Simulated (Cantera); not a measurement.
Charge: 1 mol BaF2, 2.9 mol HF, a varied amount of N2, at 1973.15 K and 0.00668 Torr.

Method: chemical equilibrium by Gibbs-energy minimisation in Cantera with the NASA 1993 tables (ideal gas, pure condensed phases). Candidate condensed phases: Ba, BaF2; 24 gas species. The numbers say what is thermodynamically allowed, not how fast it happens.

**Question.** At 1.9 mol N2, list the 7 most abundant gas species with their mole fractions, and the condensed phases.

**Answer.** HF 0.491, N2 0.325, BaF2 0.170, F 0.00693, H 0.00535, BaF 0.00130, H2 0.000140. Condensed: gas only.
